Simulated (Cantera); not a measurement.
Charge: 1 mol Si, 2.1 mol HCl, 3.1 mol H₂, equilibrated at 1 atm.

Method: chemical equilibrium by Gibbs-energy minimisation in Cantera with the NASA 1993 tables (ideal gas, pure condensed phases). Candidate condensed phases: Si; 19 gas species. The tables' values for SiCl₃ are old estimates; treat these amounts as uncertain. Rates play no part. All values below are at 800 K.

Base state: H₂ 0.872, SiCl₄ 0.0761, SiHCl₃ 0.0481, SiH₂Cl₂ 0.00245, HCl 0.00125, SiCl₃ 3.54e-5, SiH₃Cl 2.89e-5 (mole fractions); condensed: Si(s).

Q: What changes in the equilibrium state with this change: pressure from 1 atm to 0.133 bar?

A: 
| species | before | after |
|---|---|---|
| H₂ | 0.872 | 0.877 |
| SiCl₄ | 0.0761 | 0.0879 |
| SiHCl₃ | 0.0481 | 0.0323 |
| SiH₃Cl | 2.89e-5 | 6.59e-6 |
| SiH₂Cl₂ | 0.00245 | 0.000961 |
| Si(s), mol | 0.415 | 0.438 |
